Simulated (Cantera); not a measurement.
Charge: 1 mol SiCl₄, 20 mol N₂, held at 1098 K and 0.0120 bar.

Cantera equilibrium calculation (NASA polynomials, part measured and part estimated; ideal gas, pure solids and liquids). Candidate condensed phases: Si, Si₃N₄; 13 gas species. Equilibrium is a limit: real reactors are often held back by kinetics, nucleation or transport.

Base state: N₂ 0.952, SiCl₄ 0.0476 (mole fractions); condensed: gas only.

Q: What changes in the equilibrium state with this change: SiCl₄ replaced by SiH₄?

A: 
```tsv
species	before	after
N₂	0.952	0.906
H₂	0	0.0937
SiCl₄	0.0476	0
Si₃N₄(s), mol	0	0.333
```
N₂ is the only nitrogen source here; it is nearly inert below about 1500 K, so the nitride shown seldom forms there in practice.
